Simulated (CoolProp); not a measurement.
Vapour pressure (bar) of octamethylcyclotetrasiloxane (D4): the reference equation beside estimates from Tc = 313.4 °C, pc = 13.47 bar, ω = 0.598.

The numbers come from the reference Helmholtz-energy equation of state, Thol 2015 in CoolProp.

| T (°C) | reference | Soave-Redlich-Kwong | Peng-Robinson |
|---|---|---|---|
| 100.65 | 0.08978 | 0.09073 | 0.09540 |
| 104.55 | 0.1051 | 0.1060 | 0.1111 |
| 108.45 | 0.1225 | 0.1234 | 0.1288 |
| 112.45 | 0.1428 | 0.1436 | 0.1493 |
| 116.35 | 0.1651 | 0.1658 | 0.1719 |
| 120.25 | 0.1902 | 0.1908 | 0.1972 |
| 124.15 | 0.2183 | 0.2188 | 0.2255 |
| 128.05 | 0.2497 | 0.2501 | 0.2570 |
| 131.95 | 0.2846 | 0.2849 | 0.2920 |
| 135.85 | 0.3234 | 0.3236 | 0.3308 |
| 139.75 | 0.3662 | 0.3664 | 0.3736 |
| 143.75 | 0.4147 | 0.4150 | 0.4221 |
| 147.65 | 0.4668 | 0.4672 | 0.4742 |
| 151.55 | 0.5240 | 0.5245 | 0.5313 |

Absolute difference from the reference over all 14 rows, mean and median: Soave-Redlich-Kwong 0.3 and 0.2 %, Peng-Robinson 3.4 and 3.1 %.
